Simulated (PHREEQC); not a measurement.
A solution holds 0.056 mol/kgw ZnSO4, at 25 °C. Closed to the air; pH follows from the charge balance.

Computed with PHREEQC (ion-association model, wateq4f.dat).

| quantity | before | after |
|---|---|---|
| pH | 5.58 | 2.53 |
| ionic strength (mol/kgw) | 0.117 | 0.186 |

**Question.** Which change was made?
(A) ZnSO4 from 0.056 to 0.0504 mol/kgw
(B) ZnSO4 from 0.056 to 0.56 mol/kgw
(C) ZnSO4 from 0.056 to 0.28 mol/kgw
(D) ZnSO4 replaced by ZnCl2 at the same molality
(E) ZnSO4 replaced by Fe2(SO4)3 at the same molality

**Answer.** E, ZnSO4 replaced by Fe2(SO4)3 at the same molality

This is a speciation only: nothing precipitates in the calculation. Some of these states are supersaturated (in Hematite (slow to form), Goethite (slow to form), for instance).
